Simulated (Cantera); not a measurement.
Input: 1 mol Si, 0.23 mol H₂O, 7.1 mol H₂, held at 1000 Pa.

Method: chemical equilibrium by Gibbs-energy minimisation in Cantera with the NASA 1993 tables (ideal gas, pure condensed phases). Candidate condensed phases: H₂O, Si, SiO₂; 18 gas species. Mutual solubility and eutectic melting of coexisting phases are not modelled. The tables hold silica as quartz up to 1696 K and as liquid above; real silica turns to tridymite and cristobalite and melts near 1996 K. Gases not in the tables: Si₂H₆ and higher silanes. Rates play no part.

x: gas mole fraction; n: condensed amount in mol.

| T (K) | x H₂ | x SiO | x H | x Si | n Si(s) | n SiO₂(β-quartz) | n Si(l) |
|---|---|---|---|---|---|---|---|
| 1275 | 1.000 | 0.000408 | 7.37e-6 | 1.93e-9 | 0.884 | 0.114 | 0 |
| 1375 | 0.996 | 0.00430 | 3.42e-5 | 4.11e-8 | 0.869 | 0.0992 | 0 |
| 1475 | 0.969 | 0.0304 | … | … | 0.770 | 0 | 0 |
| 1575 | 0.969 | 0.0304 | 0.000409 | 5.74e-6 | 0.770 | 0 | 0 |
| 1675 | 0.968 | 0.0304 | 0.00114 | 4.34e-5 | 0.770 | 0 | 0 |
| 1775 | 0.967 | 0.0304 | … | … | 0 | 0 | 0.768 |
| 1875 | 0.962 | 0.0303 | 0.00643 | 0.000906 | 0 | 0 | 0.762 |
| 1975 | 0.953 | 0.0301 | 0.0134 | 0.00323 | 0 | 0 | 0.742 |

Complete the blanks.


- 1775, x H: 0.00285
- 1775, x Si: 0.000220
- 1475, x H: 0.000128
- 1475, x Si: 5.75e-7
